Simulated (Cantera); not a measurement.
A perfectly stirred reactor is fed with 5.27 % CH4, 19.9 % O2, 74.9 % N2, equivalence ratio 0.53, at 0.350 bar; it is adiabatic with a 325 K inlet, and is followed from long to short residence time, starting on the burning branch (τ in s: 0.092, 0.04, 0.017, 0.0074, 0.0032, 0.0014, 0.00059, 0.00025, 0.00011, 4.7e-05).

Model: GRI-Mech 3.0 (53 species, 325 reactions), integrated in Cantera.

One state of this run: T (K) = 1456; x CH4 = 0.000330; x O2 = 0.0962; x C2H2 = 3.02e-9; x H2 = 0.00148; x H2O2 = 5.60e-7. x: mole fraction; the columns are a selection and need not sum to one.

Which value of τ (s) does it belong to?
A. 0.0014
B. 0.017
C. 0.040
D. 0.0032

D, 0.0032
